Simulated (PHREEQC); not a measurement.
A solution holds 0.017 mol NaOH and 0.0001 mol K2SiO3 per kg of water, at 57 °C. Closed to the air; pH follows from the charge balance.

Equilibrium calculation in PHREEQC: Pitzer model, pitzer.dat.

Each row changes one thing in this solution. No solid was allowed to form.

```json
[
 {"case": "as made", "pH": "11.26", "H3SiO4- (mol/kgw)": "8.89e-5", "H2SiO4-2 (mol/kgw)": "9.96e-6", "H4SiO4 (mol/kgw)": "1.14e-6", "SI of SiO2(a) (SiO2)": "-3.52"},
 {"case": "K2SiO3 from 0.0001 to 0.001 mol/kgw", "pH": "11.28", "H3SiO4- (mol/kgw)": "0.000884", "H2SiO4-2 (mol/kgw)": "0.000106", "H4SiO4 (mol/kgw)": "1.08e-5", "SI of SiO2(a) (SiO2)": "-2.55"},
 {"case": "diluted 100-fold with water", "pH": "9.31", "H3SiO4- (mol/kgw)": "4.35e-7", "H2SiO4-2 (mol/kgw)": "3.60e-10", "H4SiO4 (mol/kgw)": "5.65e-7", "SI of SiO2(a) (SiO2)": "-3.83"},
 {"case": "0.00053 mol/kgw Na2SO4 added", "pH": "11.26", "H3SiO4- (mol/kgw)": "8.88e-5", "H2SiO4-2 (mol/kgw)": "1.01e-5", "H4SiO4 (mol/kgw)": "1.14e-6", "SI of SiO2(a) (SiO2)": "-3.52"},
 {"case": "K2SiO3 from 0.0001 to 1e-05 mol/kgw", "pH": "11.26", "H3SiO4- (mol/kgw)": "8.90e-6", "H2SiO4-2 (mol/kgw)": "9.90e-7", "H4SiO4 (mol/kgw)": "1.15e-7", "SI of SiO2(a) (SiO2)": "-4.52"},
 {"case": "diluted 10-fold with water", "pH": "10.30", "H3SiO4- (mol/kgw)": "8.78e-6", "H2SiO4-2 (mol/kgw)": "7.81e-8", "H4SiO4 (mol/kgw)": "1.14e-6", "SI of SiO2(a) (SiO2)": "-3.53"},
 {"case": "diluted 2-fold with water", "pH": "10.97", "H3SiO4- (mol/kgw)": "4.64e-5", "H2SiO4-2 (mol/kgw)": "2.36e-6", "H4SiO4 (mol/kgw)": "1.20e-6", "SI of SiO2(a) (SiO2)": "-3.50"},
 {"case": "NaOH from 0.017 to 0.0017 mol/kgw", "pH": "10.32", "H3SiO4- (mol/kgw)": "8.83e-5", "H2SiO4-2 (mol/kgw)": "8.35e-7", "H4SiO4 (mol/kgw)": "1.08e-5", "SI of SiO2(a) (SiO2)": "-2.55"},
 {"case": "temperature from 57 to 55 °C", "pH": "11.31", "H3SiO4- (mol/kgw)": "8.88e-5", "H2SiO4-2 (mol/kgw)": "1.02e-5", "H4SiO4 (mol/kgw)": "1.07e-6", "SI of SiO2(a) (SiO2)": "-3.54"}
]
```

Constants without temperature data keep their 25 °C values here.
